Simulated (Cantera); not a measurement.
**Abatement and gas-phase synthesis: NH3 + O2 + H2**

Input: 1 mol NH3, 0.29 mol O2, 0.092 mol H2, equilibrated at 823.15 K and 3.70 mbar.

Equilibrium computed with Cantera from the NASA thermochemical tables; the gas is ideal and each condensed phase is pure. Candidate condensed phases: H2O; 24 gas species. Rates play no part.

| Property | Value |
|---|---|
| x(H2) | 0.484 |
| x(H2O) | 0.277 |
| x(N2) | 0.239 |
| x(NH3) | 1.45e-6 |
| gas amount | 2.092 mol |
